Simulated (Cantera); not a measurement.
An isothermal, constant-pressure homogeneous reactor starts with 0.662 % H2, 27.6 % O2, 71.7 % N2, equivalence ratio 0.012, at 1048 K and 12.0 Torr.

Cantera simulation using GRI-Mech 3.0 (53 species, 325 reactions); the numbers are that mechanism's predictions, not measurements. Radical loss at walls, strong at low pressure, is not modelled.

x: mole fraction; the columns are a selection and need not sum to one.

```csv
t (s),x H2,x O2,x OH,x NO2,x N2O,x H
8.00e-5,0.00662,0.276,<1e-12,<1e-12,<1e-12,5.22e-12
0.000233,0.00662,0.276,5.04e-12,<1e-12,<1e-12,1.25e-11
0.000676,0.00662,0.276,2.74e-11,<1e-12,<1e-12,2.82e-11
0.00196,0.00662,0.276,1.54e-10,<1e-12,<1e-12,9.96e-11
0.00571,0.00662,0.276,3.36e-9,<1e-12,<1e-12,1.91e-9
0.0166,0.00658,0.276,1.32e-5,<1e-12,1.19e-12,7.55e-6
0.0482,8.24e-5,0.271,0.000290,1.15e-12,2.71e-9,0.000622
0.140,[?],0.272,[?],4.42e-12,[?],[?]
0.407,[?],0.273,[?],1.30e-11,[?],[?]
1.18,1.01e-6,0.273,3.33e-5,3.70e-11,1.34e-8,1.29e-6
3.44,1.40e-7,0.274,1.28e-5,7.19e-11,1.42e-8,7.24e-8
10.0,2.25e-8,0.274,5.30e-6,8.94e-11,1.45e-8,5.08e-9
```

**Question.** Complete the blanks.

**Answer.** 
- 0.140, x H2: 2.77e-5
- 0.140, x OH: 0.000172
- 0.140, x N2O: 7.85e-9
- 0.140, x H: 0.000170
- 0.407, x H2: 6.64e-6
- 0.407, x OH: 8.37e-5
- 0.407, x N2O: 1.15e-8
- 0.407, x H: 2.03e-5
